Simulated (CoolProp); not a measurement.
Vapour pressure (kPa) of normal hydrogen: the reference equation beside estimates from Tc = 33.1 K, pc = 1296 kPa, ω = -0.219. Clausius-Clapeyron is anchored at 24.9 K with a constant enthalpy of vaporisation of 0.8276 kJ/mol.

Computed with CoolProp (reference Helmholtz-energy equation of state, Leachman 2009).

```json
[
 {"T (K)": "24.9", "reference": "314.3", "Clausius-Clapeyron": "314.3", "van der Waals": "369.2", "Redlich-Kwong": "___", "Soave-Redlich-Kwong": "318.4"},
 {"T (K)": "26", "reference": "394.0", "Clausius-Clapeyron": "372.2", "van der Waals": "453.6", "Redlich-Kwong": "276.8", "Soave-Redlich-Kwong": "401.4"},
 {"T (K)": "27", "reference": "___", "Clausius-Clapeyron": "428.9", "van der Waals": "540.1", "Redlich-Kwong": "362.1", "Soave-Redlich-Kwong": "488.3"},
 {"T (K)": "28", "reference": "573.6", "Clausius-Clapeyron": "489.2", "van der Waals": "636.4", "Redlich-Kwong": "___", "Soave-Redlich-Kwong": "___"},
 {"T (K)": "29.1", "reference": "693.6", "Clausius-Clapeyron": "559.6", "van der Waals": "___", "Redlich-Kwong": "596.6", "Soave-Redlich-Kwong": "709.0"},
 {"T (K)": "30.1", "reference": "817.4", "Clausius-Clapeyron": "626.9", "van der Waals": "871.6", "Redlich-Kwong": "737.3", "Soave-Redlich-Kwong": "833.6"},
 {"T (K)": "31.1", "reference": "___", "Clausius-Clapeyron": "697.2", "van der Waals": "999.9", "Redlich-Kwong": "898.4", "Soave-Redlich-Kwong": "___"},
 {"T (K)": "32.2", "reference": "1129", "Clausius-Clapeyron": "777.8", "van der Waals": "1154", "Redlich-Kwong": "1101", "Soave-Redlich-Kwong": "1139"}
]
```

Fill in the missing entries.


- 24.9, Redlich-Kwong: 200.3
- 27, reference: 477.9
- 28, Redlich-Kwong: 463.9
- 28, Soave-Redlich-Kwong: 586.7
- 29.1, van der Waals: 753.9
- 31.1, reference: 956.3
- 31.1, Soave-Redlich-Kwong: 971.3

Absolute difference from the reference over all 8 rows, mean and median: Clausius-Clapeyron 16.4 and 17.0 %, van der Waals 9.8 and 9.8 %, Redlich-Kwong 17.7 and 16.6 %, Soave-Redlich-Kwong 1.8 and 1.9 %.
